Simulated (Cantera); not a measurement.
Input (Python, Cantera):

```python
import numpy as np
import cantera as ct

gas = ct.Solution("gri30.yaml")


def delay(T, t_max=10):
    gas.TPX = T, 2300000, {'CH4': 1, 'O2': 2.78, 'N2': 10.4}
    reactor = ct.IdealGasReactor(gas, clone=False)
    net = ct.ReactorNet([reactor])
    net.rtol, net.atol = 1e-8, 1e-16
    while net.time < t_max:
        t_old, T_old = net.time, reactor.T
        net.step()
        if reactor.T > T + 400:  # ignition: a rise of 400 K
            return t_old + (T + 400 - T_old) / (reactor.T - T_old) * (net.time - t_old)
    return np.nan


taus = []
for T in [1200, 1275, 1350, 1425, 1500, 1575, 1650, 1725]:
    taus.append(delay(T))
    print(f"T0 = {T:6g} K   tau = {taus[-1]:.4e} s")
```

Output:

```
T0 =   1200 K   tau = 1.5904e-03 s
T0 =   1275 K   tau = 6.6367e-04 s
T0 =   1350 K   tau = 2.9991e-04 s
T0 =   1425 K   tau = 1.4412e-04 s
T0 =   1500 K   tau = 7.2874e-05 s
T0 =   1575 K   tau = 3.8532e-05 s
T0 =   1650 K   tau = 2.1232e-05 s
T0 =   1725 K   tau = 1.2177e-05 s
```

Detailed kinetics in Cantera: GRI-Mech 3.0 (53 species, 325 reactions). The pressure lies above the range GRI-Mech 3.0 was tuned for (to about 10 atm).
